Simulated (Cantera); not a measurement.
Gas mixture: 33.2 % NH₃, 17.9 % C₂H₄, 48.9 % C₂H₂, at 120 Torr, frozen composition.

Cantera's kinetic-theory transport with the Lennard-Jones parameters of GRI-Mech 3.0, ideal gas; thermal conductivity in the multicomponent form. Polar gases are described roughly by these parameters. The composition is frozen, though it would react at the higher temperatures.

D: mixture-averaged diffusion coefficient of that species in the mixture.

| T (K) | ρ (kg/m³) | cp (J/kg/K) | μ (µPa s) | λ (mW/m/K) | Pr | D (cm²/s) OH | D (cm²/s) N₂ | D (cm²/s) O |
|---|---|---|---|---|---|---|---|---|
| 400 | 0.113 | 2001 | 13.7 | ___ | 0.721 | 2.93 | 1.94 | 2.99 |
| 650 | 0.0693 | 2481 | 20.9 | ___ | 0.724 | 6.86 | 4.57 | 6.99 |
| 900 | 0.0501 | 2817 | 27.0 | ___ | 0.724 | 12.0 | 8.00 | 12.2 |
| 1150 | 0.0392 | 3093 | 32.5 | ___ | 0.725 | 18.1 | 12.1 | 18.4 |
| 1400 | 0.0322 | 3302 | 37.5 | ___ | 0.724 | 25.1 | 16.9 | 25.6 |
| 1650 | 0.0273 | 3464 | 42.0 | ___ | 0.724 | 33.0 | 22.2 | 33.6 |
| 1900 | 0.0237 | 3590 | 46.3 | ___ | 0.723 | 41.8 | 28.1 | 42.5 |

### Question
Complete the blanks.

### Answer

- 400, λ (mW/m/K): 37.9
- 650, λ (mW/m/K): 71.6
- 900, λ (mW/m/K): 105
- 1150, λ (mW/m/K): 139
- 1400, λ (mW/m/K): 171
- 1650, λ (mW/m/K): 201
- 1900, λ (mW/m/K): 230
